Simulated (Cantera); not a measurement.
A jet of H₂ : O₂ : N₂ = 0.022 : 0.063 : 0.79 (molar parts), equivalence ratio 0.17 at 300 K and 22000 Pa hits a platinum plate 2.6 cm away at a mass flux of 0.03 kg/m²/s; the plate temperature is set and raised in steps from an oxygen-covered start.

Model: Deutschmann's 1995 Pt surface mechanism with GRI-Mech 3.0 gas chemistry, integrated in Cantera. Catalytic surfaces can have several steady states; this one follows from the mechanism file's or the stated starting coverage.

One state of this run: wall x H₂ = 0.00127; wall x O₂ = 0.0469; wall x H₂O = 0.0454; wall x OH = <1e-8; θ free Pt = 0.0474; θ O* = 0.947; θ OH* = 0.00602. x: mole fraction at the wall; θ: surface coverage.

Question: Which value of plate T (K) does it belong to?
A. 650
B. 800
C. 750
D. 850

Answer: A, 650
